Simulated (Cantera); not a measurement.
A jet of H₂ : O₂ : N₂ = 0.032 : 0.18 : 0.79 (molar parts) at 300 K and 75.0 Torr hits a platinum plate 2.5 cm away at a mass flux of 0.082 kg/m²/s; the plate temperature is set and raised in steps from an oxygen-covered start.

Computed with Cantera and Deutschmann's 1995 Pt surface mechanism with GRI-Mech 3.0 gas chemistry. Catalytic surfaces can have several steady states; this one follows from the mechanism file's or the stated starting coverage.

x: mole fraction at the wall; θ: surface coverage.

```tsv
plate T (K)	wall x H₂	wall x O₂	wall x H₂O	wall x OH	θ free Pt	θ O*	θ OH*
700	0.00457	0.151	0.0526	<1e-8	0.0580	0.939	0.00336
750	?	0.150	0.0532	<1e-8	?	0.929	?
800	0.00325	0.149	0.0545	<1e-8	0.0927	0.905	0.00231
850	0.00242	0.149	0.0559	1.58e-8	0.133	0.865	0.00213
900	0.00182	0.148	0.0568	5.07e-8	0.185	0.813	0.00195
950	?	0.148	0.0572	?	?	0.754	?
1000	0.00120	0.148	0.0571	3.44e-7	0.307	0.692	0.00158
```

Problem. Complete the blanks.

Solution. 
- 750, wall x H₂: 0.00411
- 750, θ free Pt: 0.0683
- 750, θ OH*: 0.00265
- 950, wall x H₂: 0.00144
- 950, wall x OH: 1.38e-7
- 950, θ free Pt: 0.244
- 950, θ OH*: 0.00177
